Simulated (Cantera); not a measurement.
What does this Cantera script print?

```python
import numpy as np
import cantera as ct

gas_names = """
    Ca CaF CaF2 Ca2 F F2 H HF H2 H2F2 H3F3 H4F4 H5F5 H6F6 H7F7
""".split()
cond_names = """
    Ca(a) Ca(b) Ca(L) CaF2(a) CaF2(b) CaF2(L)
""".split()


# ... load() reads the species with a 1 bar reference pressure and builds the phases ...
atoms = {
    'CaF2': {'Ca': 1, 'F': 2},
    'HF': {'H': 1, 'F': 1},
    'H2': {'H': 2},
}
top_T = {}  # K; cautious upper limits of use, not melting points


# ... equilibrate(T, P, feed) seeds the gas with the atoms and calls Mixture.equilibrate('TP', solver="vcs", rtol=1e-11, max_steps=5000) ...
results = []
feed = {'CaF2': 1, 'HF': 0.029, 'H2': 2}  # mol
P = 13332.2  # Pa
for T in [1525, 1575, 1625, 1675, 1725, 1775, 1825, 1875, 1925, 1975, 2025, 2075, 2125, 2175]:
    mix = equilibrate(T, P, feed)
    results.append((T, P, feed, dict(zip(mix.species_names, mix.species_moles))))

top = {s: max(r[3][s] / sum(r[3][g] for g in gas_names) for r in results) for s in gas_names}
cols = sorted((s for s in top if top[s] > 1e-06), key=lambda s: -top[s])[:5]
seen = [c for c in cond_names if any(r[3].get(c, 0) > 1e-12 for r in results)]
print("log10 of partial pressures in bar; condensed amounts in mol")
print(f"{'T/K':>10s}" + "".join(f"{s[:9]:>10s}" for s in cols + seen))
for T, P, feed, n in results:
    ng = sum(n[g] for g in gas_names)
    print(f"{T:10.4g}" + "".join(f"{np.log10(max(n[s] / ng * P / 1e5, 1e-99)):10.3f}" for s in cols)
          + "".join(f"{n.get(c, 0):10.4g}" for c in seen))
```

It prints:

```
log10 of partial pressures in bar; condensed amounts in mol
       T/K        H2      CaF2        HF       CaF         H   CaF2(b)   CaF2(L)
      1525    -0.881    -5.434    -2.720    -8.215    -5.067    0.9999         0
      1575    -0.881    -5.005    -2.720    -7.531    -4.822    0.9998         0
      1625    -0.882    -4.606    -2.720    -6.893    -4.592    0.9996         0
      1675    -0.882    -4.234    -2.720    -6.297    -4.376    0.9991         0
      1725    -0.882    -3.904    -2.720    -5.756    -4.172         0    0.9981
      1775    -0.883    -3.603    -2.720    -5.257    -3.980         0    0.9961
      1825    -0.884    -3.321    -2.718    -4.789    -3.798         0    0.9924
      1875    -0.885    -3.054    -2.711    -4.352    -3.626         0    0.9857
      1925    -0.889    -2.804    -2.694    -3.951    -3.464         0    0.9737
      1975    -0.894    -2.567    -2.657    -3.594    -3.311         0     0.953
      2025    -0.903    -2.343    -2.594    -3.286    -3.167         0    0.9179
      2075    -0.918    -2.132    -2.508    -3.024    -3.034         0    0.8602
      2125    -0.941    -1.932    -2.407    -2.799    -2.910         0    0.7658
      2175    -0.976    -1.742    -2.299    -2.603    -2.800         0    0.6097
```

These are equilibrium values from Cantera (NASA tables, ideal gas, pure condensed phases), not measurements of a reactor.
